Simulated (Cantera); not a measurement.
Feed: 1 mol B₂H₆, 8.5 mol NH₃, held at 13.3 mbar.

Method: chemical equilibrium by Gibbs-energy minimisation in Cantera with the NASA 1993 tables (ideal gas, pure condensed phases). Candidate condensed phases: B, BN; 15 gas species. The feed counts by its element totals alone. Kinetics and transport are ignored. All values below are at 1452 °C.

Base state: H₂ 0.828, N₂ 0.171, H 0.00146 (mole fractions); condensed: BN(s).

Task: What changes in the equilibrium state with this change: pressure from 13.3 mbar to 0.670 bar?

Result: 
```json
[
 {"species": "H₂", "before": "0.828", "after": "0.829"},
 {"species": "N₂", "before": "0.171", "after": "0.171"},
 {"species": "H", "before": "0.00146", "after": "0.000207"},
 {"species": "BN(s), mol", "before": "2.00", "after": "2.00"}
]
```
